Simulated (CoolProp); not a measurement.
Values from CoolProp's reference Helmholtz-energy equation of state, Aleksandrov 2011. It is a short technical equation, of lower accuracy than the large ones.

**Question.** Give the vapour pressure (bar), liquid density (kg/m³), enthalpy of vaporisation (kJ/kg), liquid cp (kJ/(kg K)) of saturated n-undecane at 470.8 K.

**Answer.** 
```csv
T (K),p (bar),liquid density (kg/m³),enthalpy of vaporisation (kJ/kg),liquid cp (kJ/(kg K))
470.8,1.06,598,264,2.89
```
